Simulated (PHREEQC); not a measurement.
PHREEQC input (Pitzer model, pitzer.dat):

```
SOLUTION 1
  temp 35
  units mmol/kgw
  pH 7 charge
  K 24.4
  S(6) 9.2
  C(4) 0.68
SOLUTION 2
  temp 35
  units mmol/kgw
  pH 7 charge
  K 5.9
END
SELECTED_OUTPUT 1
  -reset false
  -pH true
  -pe true
  -ionic_strength true
  -water true
  -totals C K S
  -molalities H+ K+ CO3-2 SO4-2 OH- HCO3- CO2 HSO4-
  -saturation_indices Arcanite Kalicinite Misenite
PRINT
  -reset false
MIX 1
  1 1
  2 0
END
MIX 1
  1 0.9
  2 0.1
END
MIX 1
  1 0.8
  2 0.2
END
MIX 1
  1 0.7
  2 0.3
END
MIX 1
  1 0.6
  2 0.4
END
MIX 1
  1 0.5
  2 0.5
END
MIX 1
  1 0.4
  2 0.6
END
MIX 1
  1 0.3
  2 0.7
END
MIX 1
  1 0.2
  2 0.8
END
MIX 1
  1 0.1
  2 0.9
END
MIX 1
  1 0
  2 1
END
```

Selected output (columns that matter, 11 of 11 rows; share of solution B added in front):

```
share of solution B	pH	mu	C	K	S	m_H+	m_K+	m_CO3-2	m_SO4-2	m_OH-	m_HCO3-	si_Arcanite	si_Kalicinite	si_Misenite
0	11.276	0.034242	0.00068	0.0244	0.0092	6.5421e-12	0.0244	0.00064236	0.0092	0.0046776	3.7644e-05	-3.9762	-6.5205	-86.839
0.1	11.289	0.031409	0.000612	0.02255	0.00828	6.2869e-12	0.02255	0.00057861	0.00828	0.0047994	3.339e-05	-4.0736	-6.601	-87.417
0.2	11.303	0.028575	0.000544	0.0207	0.00736	6.0402e-12	0.0207	0.00051471	0.00736	0.0049213	2.9285e-05	-4.1813	-6.6889	-88.049
0.3	11.316	0.025741	0.000476	0.01885	0.00644	5.8008e-12	0.01885	0.00045068	0.00644	0.0050433	2.5316e-05	-4.3016	-6.7862	-88.749
0.4	11.329	0.022906	0.000408	0.017	0.00552	5.5676e-12	0.017	0.00038653	0.00552	0.0051655	2.1468e-05	-4.4378	-6.8955	-89.537
0.5	11.343	0.020072	0.00034	0.01515	0.0046	5.3392e-12	0.01515	0.00032227	0.0046	0.0052877	1.7725e-05	-4.595	-7.021	-90.444
0.6	11.357	0.017238	0.000272	0.0133	0.00368	5.1142e-12	0.0133	0.00025793	0.00368	0.0054101	1.4073e-05	-4.781	-7.1693	-91.515
0.7	11.37	0.014403	0.000204	0.01145	0.00276	4.8905e-12	0.01145	0.0001935	0.00276	0.0055325	1.0496e-05	-5.0094	-7.3524	-92.837
0.8	11.385	0.011569	0.000136	0.0096	0.00184	4.6656e-12	0.0096	0.00012902	0.00184	0.005655	6.9756e-06	-5.3085	-7.5958	-94.591
0.9	11.399	0.0087345	6.8e-05	0.00775	0.00092	4.4355e-12	0.00775	6.4512e-05	0.00092	0.0057775	3.4876e-06	-5.7609	-7.9775	-97.327
1	11.415	0.0059	0	0.0059	0	4.1931e-12	0.0059	0	0	0.0059	0	-1000	-1000	-1000
```

Complexes and solids missing from the database can't appear.
